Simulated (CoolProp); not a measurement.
Vapour pressure (MPa) of propylene: the reference equation beside estimates from Tc = 91.1 °C, pc = 4.555 MPa, ω = 0.146. Clausius-Clapeyron is anchored at 24.25 °C with a constant enthalpy of vaporisation of 14.15 kJ/mol.

Values from CoolProp's reference Helmholtz-energy equation of state, Lemmon 2013.

| T (°C) | reference | Lee-Kesler | Clausius-Clapeyron | Redlich-Kwong |
|---|---|---|---|---|
| 13.55 | 0.8579 | 0.8610 | 0.9151 | 0.9975 |
| 17.15 | 0.9443 | 0.9475 | 0.9850 | 1.091 |
| 20.65 | 1.034 | 1.038 | 1.056 | 1.188 |
| 24.25 | 1.133 | 1.137 | 1.133 | 1.294 |
| 27.75 | 1.236 | 1.239 | 1.211 | 1.402 |
| 31.35 | 1.348 | 1.351 | 1.295 | ? |
| 34.85 | 1.464 | 1.468 | 1.380 | 1.641 |
| 38.45 | 1.591 | 1.594 | 1.471 | 1.773 |
| 41.95 | 1.722 | 1.725 | 1.563 | 1.907 |
| 45.55 | 1.865 | ? | 1.661 | ? |
| 49.05 | 2.012 | 2.015 | 1.760 | 2.199 |

Task: Some entries are withheld; supply them.

Result: 
- 31.35, Redlich-Kwong: 1.520
- 45.55, Lee-Kesler: 1.868
- 45.55, Redlich-Kwong: 2.052

Absolute difference from the reference over all 11 rows, mean and median: Lee-Kesler 0.3 and 0.2 %, Clausius-Clapeyron 5.9 and 5.7 %, Redlich-Kwong 12.8 and 12.8 %.
